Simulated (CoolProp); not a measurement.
Model: reference Helmholtz-energy equation of state, Marx 1992, in CoolProp.

Q: Give the vapour pressure (kPa), liquid density (kg/m³), vapour density (kg/m³), enthalpy of vaporisation (kJ/kg) of saturated R113 at 386.6, 420.3 K.

A: 
| T (K) | p (kPa) | liquid density (kg/m³) | vapour density (kg/m³) | enthalpy of vaporisation (kJ/kg) |
|---|---|---|---|---|
| 386.6 | 592 | 1330 | 40.4 | 120 |
| 420.3 | 1160 | 1210 | 81.3 | 102 |
